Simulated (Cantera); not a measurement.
A Cantera script and what it prints.

```python
import numpy as np
import cantera as ct

gas_names = [...]  # 109 gases of nasa_gas.yaml made of C, Cl, H, Si
cond_names = """
    C(gr) C6H6(L) C7H8(L) C8H18(L),n-octa Si(cr) Si(L) SiC(b)
""".split()


# ... load() reads the species with a 1 bar reference pressure and builds the phases ...
atoms = {
    'SiCl4': {'Si': 1, 'CL': 4},
    'C2H2': {'C': 2, 'H': 2},
    'H2': {'H': 2},
}
top_T = {'C(gr)': 4500, 'SiC(b)': 3050}  # K; cautious upper limits of use, not melting points


# ... equilibrate(T, P, feed) seeds the gas with the atoms and calls Mixture.equilibrate('TP', solver="vcs", rtol=1e-11, max_steps=5000) ...
results = []
feed = {'SiCl4': 1, 'C2H2': 0.099, 'H2': 1400}  # mol
P = 340  # Pa
for T in [1925, 1975, 2025, 2075, 2125, 2175, 2225, 2275, 2325, 2375, 2425, 2475]:
    mix = equilibrate(T, P, feed)
    results.append((T, P, feed, dict(zip(mix.species_names, mix.species_moles))))
    x = sorted(zip(gas.X, gas.species_names), reverse=True)
    print(f"T = {T:g} K  P = {P:g} Pa  gas = {mix.phase_moles(0):.4g} mol")
    print("   x: " + "  ".join(f"{s} {v:.3e}" for v, s in x if v > 0.001))
    print("   condensed (mol): " + ("  ".join(f"{mix.phase(i).name} {mix.phase_moles(i):.4g}"
          for i in range(1, mix.n_phases) if mix.phase_moles(i) > 1e-12) or "none"))
```

Result:

```
T = 1925 K  P = 340 Pa  gas = 1415 mol
   x: H2 9.802e-01  H 1.623e-02  HCL 2.784e-03
   condensed (mol): SiC(b) 0.02616
T = 1975 K  P = 340 Pa  gas = 1420 mol
   x: H2 9.733e-01  H 2.315e-02  HCL 2.763e-03
   condensed (mol): none
T = 2025 K  P = 340 Pa  gas = 1426 mol
   x: H2 9.640e-01  H 3.241e-02  HCL 2.732e-03
   condensed (mol): none
T = 2075 K  P = 340 Pa  gas = 1435 mol
   x: H2 9.519e-01  H 4.457e-02  HCL 2.691e-03
   condensed (mol): none
T = 2125 K  P = 340 Pa  gas = 1447 mol
   x: H2 9.362e-01  H 6.026e-02  HCL 2.638e-03
   condensed (mol): none
T = 2175 K  P = 340 Pa  gas = 1462 mol
   x: H2 9.164e-01  H 8.014e-02  HCL 2.571e-03
   condensed (mol): none
T = 2225 K  P = 340 Pa  gas = 1481 mol
   x: H2 8.917e-01  H 1.049e-01  HCL 2.487e-03
   condensed (mol): none
T = 2275 K  P = 340 Pa  gas = 1505 mol
   x: H2 8.615e-01  H 1.351e-01  HCL 2.387e-03
   condensed (mol): none
T = 2325 K  P = 340 Pa  gas = 1535 mol
   x: H2 8.253e-01  H 1.714e-01  HCL 2.267e-03
   condensed (mol): none
T = 2375 K  P = 340 Pa  gas = 1572 mol
   x: H2 7.828e-01  H 2.140e-01  HCL 2.129e-03
   condensed (mol): none
T = 2425 K  P = 340 Pa  gas = 1616 mol
   x: H2 7.339e-01  H 2.630e-01  HCL 1.972e-03
   condensed (mol): none
T = 2475 K  P = 340 Pa  gas = 1669 mol
   x: H2 6.790e-01  H 3.180e-01  HCL 1.800e-03
   condensed (mol): none
```

These are equilibrium values from Cantera (NASA tables, ideal gas, pure condensed phases), not measurements of a reactor.
